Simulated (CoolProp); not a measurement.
A single-stage vapour-compression cycle with the fluid: evaporating at 292.15 K (dew point), condensing at 336.15 K (bubble point), superheat 8 K, subcooling 8 K, compressor efficiency 0.65, no pressure losses. The same conditions are run with several fluids, on thermodynamics alone (safety and materials aside).

The numbers come from the reference Helmholtz-energy equation of state of each fluid (c-C4F8 (RC318): Platzer 1990; R124: de Vries 1995; methanol: de Reuck 1993; R141b: Lemmon 2006; R1336mzz(E): Akasaka 2023; R114: Platzer 1990) in CoolProp. The equations of Platzer and Polt are older, rougher fits.

Q: Rank c-C4F8 (RC318), R124, methanol, R141b, R1336mzz(E), R114 by cooling COP, highest first.

A: R141b (3.93), methanol (3.80), R114 (3.68), R124 (3.64), R1336mzz(E) (3.62), c-C4F8 (RC318) (3.38)

```csv
fluid,pressure ratio,discharge temperature (K),refrigerating effect (kJ/kg),volumetric capacity (kJ/m³)
c-C4F8 (RC318),3.52,336.1,72.1,1610
R124,3.39,351.7,114,2160
methanol,7.74,479.6,1100,177
R141b,4.29,364.8,193,580
R1336mzz(E),3.97,344.2,109,1190
R114,3.55,344.7,99.5,1270
```

The compression ends wet for: c-C4F8 (RC318).
